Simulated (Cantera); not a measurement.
# Gas activation for diamond growth

A perfectly stirred reactor is fed with 3.47 % CH4, 96.3 % H2, 0.231 % N2, at 0.132 atm; it is held at 1650 K, and followed from long to short residence time.

Computed with Cantera and GRI-Mech 3.0 (53 species, 325 reactions). GRI-Mech 3.0 stops at C3 and has no aromatics, soot or wall deposition, so with more carbon than oxygen in the feed, carbon stays in small species such as C2H2 where larger ones or solid carbon would form.

| τ (s) | x CH4 | x H2 | x CH2 | x H | x C2H4 |
|---|---|---|---|---|---|
| 9.6 | 0.00894 | 0.976 | 1.08e-8 | 0.000242 | 0.000119 |
| 4.4 | 0.0121 | 0.974 | 1.43e-8 | 0.000239 | 0.000107 |
| 2.0 | 0.0163 | 0.972 | 1.85e-8 | 0.000235 | 9.39e-5 |
| 0.92 | 0.0209 | 0.970 | 2.30e-8 | 0.000232 | 8.04e-5 |
| 0.42 | 0.0255 | 0.968 | 2.71e-8 | 0.000228 | 6.85e-5 |
| 0.19 | 0.0293 | 0.966 | 3.00e-8 | 0.000224 | 5.95e-5 |
| 0.087 | 0.0318 | 0.964 | 3.12e-8 | 0.000219 | 5.30e-5 |
| 0.040 | 0.0332 | 0.963 | 3.05e-8 | 0.000212 | 4.69e-5 |
| 0.018 | 0.0340 | 0.963 | 2.72e-8 | 0.000197 | 3.84e-5 |
| 0.0083 | 0.0344 | 0.963 | 2.06e-8 | 0.000170 | 2.59e-5 |
| 0.0038 | 0.0345 | 0.963 | 1.14e-8 | 0.000126 | 1.11e-5 |
x: mole fraction; the columns are a selection and need not sum to one.
